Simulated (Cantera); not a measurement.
Thermodynamics of nitride etching, feed BN + Cl2 + N2

A closed system holds: 1 mol BN, 2.2 mol Cl2, 7.8 mol N2, at 6.10 Pa.

Method: chemical equilibrium by Gibbs-energy minimisation in Cantera with the NASA 1993 tables (ideal gas, pure condensed phases). Candidate condensed phases: B, BN; 10 gas species. The tables' values for BCl2, BCl are old estimates; treat these amounts as uncertain. Kinetics and transport are ignored.

| T (°C) | log p N2 | log p Cl | log p BCl3 | log p Cl2 | log p BCl2 | log p BCl |
|---|---|---|---|---|---|---|
| 452 | -4.30 | -8.55 | -5.21 | -5.37 | <-16 | <-16 |
| 527 | -4.30 | -7.71 | -5.21 | -5.37 | <-16 | <-16 |
| 602 | -4.30 | -7.02 | -5.22 | -5.37 | <-16 | <-16 |
| 677 | -4.30 | -6.45 | -5.22 | -5.39 | -15.41 | <-16 |
| 752 | -4.30 | -5.97 | -5.22 | -5.43 | -14.09 | <-16 |
| 827 | -4.30 | -5.59 | -5.22 | -5.54 | -12.93 | <-16 |
| 902 | -4.31 | -5.32 | -5.23 | -5.76 | -11.85 | -16.08 |
| 977 | -4.32 | -5.18 | -5.24 | -6.14 | -10.81 | -14.26 |
| 1052 | -4.32 | -5.12 | -5.24 | -6.62 | -9.82 | -12.50 |
| 1127 | -4.32 | -5.11 | -5.24 | -7.12 | -8.89 | -10.87 |
| 1202 | -4.32 | -5.10 | -5.24 | -7.58 | -8.06 | -9.38 |
| 1277 | -4.33 | -5.10 | -5.25 | -8.01 | -7.30 | -8.04 |
log p: log10 of the partial pressure in bar; nothing condenses.

From 452 °C to 1277 °C nothing is condensed. The main B-bearing gas is BCl3 throughout.
